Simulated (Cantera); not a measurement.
Feed: 1 mol CH3SiCl3, 410 mol H2, equilibrated at 1200 °C and 0.00200 bar.

Cantera equilibrium calculation (NASA polynomials, part measured and part estimated; ideal gas, pure solids and liquids). Candidate condensed phases: C, C6H6, C7H8, C8H18, Si, SiC; 109 gas species. The feed counts by its element totals alone. Kinetics and transport are ignored.

Base state: H2 0.992, HCl 0.00725, H 0.000282 (mole fractions); condensed: SiC(s).

Task: What changes in the equilibrium state with this change: CH3SiCl3 replaced by CH3SiH3?

Result: 
| species | before | after |
|---|---|---|
| H2 | 0.992 | 1.000 |
| H | 0.000282 | 0.000283 |
| HCl | 0.00725 | 0 |
| SiC(s), mol | 0.999 | 1.000 |

Task: What changes in the equilibrium state with this change: temperature from 1200 °C to 2202 °C?

Result: 
```
species        before    after
-----------  --------  -------
H2              0.992    0.601
H            0.000282    0.390
HCl           0.00725  0.00399
Si            5.40e-8  0.00186
SiC2            <1e-9  6.43e-5
C2H             <1e-9  3.71e-5
SiC(s), mol     0.999        0
```

Task: What changes in the equilibrium state with this change: temperature from 1200 °C to 1425 °C?

Result: 
```csv
species,before,after
H2,0.992,0.990
HCl,0.00725,0.00722
H,0.000282,0.00322
Si,5.40e-8,1.26e-5
C2H2 (acetylene),7.19e-7,1.05e-5
Cl,1.67e-6,1.82e-5
"SiC(s), mol",0.999,0.991
```
